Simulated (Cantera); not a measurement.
Cantera run:

```python
import numpy as np
import cantera as ct

gas_names = """
    CL CL2 H HCL H2 N NH NH2 NH3 N2 N2H2 N2H4 Si SiCL SiCL2 SiCL3 SiCL4 SiH SiHCL3 SiH2 SiH2CL2 SiH3
    SiH3CL SiH4 SiN Si2 Si2N Si3
""".split()
cond_names = """
    NH4CL(a) NH4CL(b) Si(cr) Si(L) Si3N4(a)
""".split()


# ... load() reads the species with a 1 bar reference pressure and builds the phases ...
atoms = {
    'SiCl4': {'Si': 1, 'CL': 4},
    'NH3': {'N': 1, 'H': 3},
    'H2': {'H': 2},
    'N2': {'N': 2},
}
top_T = {'Si3N4(a)': 2400}  # K; cautious upper limits of use, not melting points


# ... equilibrate(T, P, feed) seeds the gas with the atoms and calls Mixture.equilibrate('TP', solver="vcs", rtol=1e-11, max_steps=5000) ...
results = []
feed = {'SiCl4': 1, 'NH3': 0.12, 'H2': 0.19, 'N2': 11}  # mol
P = 6600  # Pa
for T in [750, 800, 850, 900, 950, 1000, 1050, 1100, 1150, 1200, 1250, 1300, 1350, 1400]:
    mix = equilibrate(T, P, feed)
    results.append((T, P, feed, dict(zip(mix.species_names, mix.species_moles))))

top = {s: max(r[3][s] / sum(r[3][g] for g in gas_names) for r in results) for s in gas_names}
cols = sorted((s for s in top if top[s] > 0.001), key=lambda s: -top[s])[:5]
seen = [c for c in cond_names if any(r[3].get(c, 0) > 1e-12 for r in results)]
print("log10 of partial pressures in bar; condensed amounts in mol")
print(f"{'T/K':>10s}" + "".join(f"{s[:9]:>10s}" for s in cols + seen))
for T, P, feed, n in results:
    ng = sum(n[g] for g in gas_names)
    print(f"{T:10.4g}" + "".join(f"{np.log10(max(n[s] / ng * P / 1e5, 1e-99)):10.3f}" for s in cols)
          + "".join(f"{n.get(c, 0):10.4g}" for c in seen))
```

Output:

```
log10 of partial pressures in bar; condensed amounts in mol
       T/K        N2     SiCL4       HCL     SiCL3     SiCL2  Si3N4(a)
       750    -1.237    -2.345    -2.509    -8.503   -12.395   0.04883
       800    -1.237    -2.348    -2.496    -7.776   -11.159   0.05027
       850    -1.237    -2.350    -2.486    -7.135   -10.070   0.05142
       900    -1.237    -2.351    -2.478    -6.566    -9.103   0.05236
       950    -1.237    -2.352    -2.472    -6.058    -8.240   0.05312
      1000    -1.237    -2.354    -2.467    -5.601    -7.464   0.05373
      1050    -1.237    -2.355    -2.462    -5.189    -6.764   0.05419
      1100    -1.237    -2.356    -2.459    -4.814    -6.129   0.05447
      1150    -1.238    -2.359    -2.456    -4.474    -5.551   0.05449
      1200    -1.238    -2.362    -2.454    -4.164    -5.023   0.05402
      1250    -1.238    -2.369    -2.452    -3.882    -4.540   0.05266
      1300    -1.238    -2.381    -2.451    -3.626    -4.097   0.04955
      1350    -1.239    -2.402    -2.451    -3.397    -3.694   0.04316
      1400    -1.240    -2.440    -2.453    -3.198    -3.329   0.03093
```

Equilibrium computed with Cantera from the NASA thermochemical tables; the gas is ideal and each condensed phase is pure. The tables' values for SiCl3 are old estimates; treat these amounts as uncertain.
